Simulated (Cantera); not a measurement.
Charge: 1 mol CH3SiH3, 1.2 mol C2H2, 170 mol H2, equilibrated at 0.0133 bar.

Equilibrium computed with Cantera from the NASA thermochemical tables; the gas is ideal and each condensed phase is pure. Candidate condensed phases: C, C6H6, C7H8, C8H18, Si, SiC; 87 gas species. The feed counts by its element totals alone. Gases not in the tables: Si2H6 and higher silanes. Kinetics and transport are ignored.

### Question
What share of the Si ends up in condensed phases as a function of T (°C), at 1475, 1575, 1675, 1775, 1875, 1975, 2075, 2175, 2275, 2375?

### Answer
| T (°C) | Si condensed (%) | as |
|---|---|---|
| 1475 | 100.0 | SiC(s) |
| 1575 | 99.7 | SiC(s) |
| 1675 | 98.3 | SiC(s) |
| 1775 | 92.1 | SiC(s) |
| 1875 | 66.6 | SiC(s) |
| 1975 | 0.0 | - |
| 2075 | 0.0 | - |
| 2175 | 0.0 | - |
| 2275 | 0.0 | - |
| 2375 | 0.0 | - |
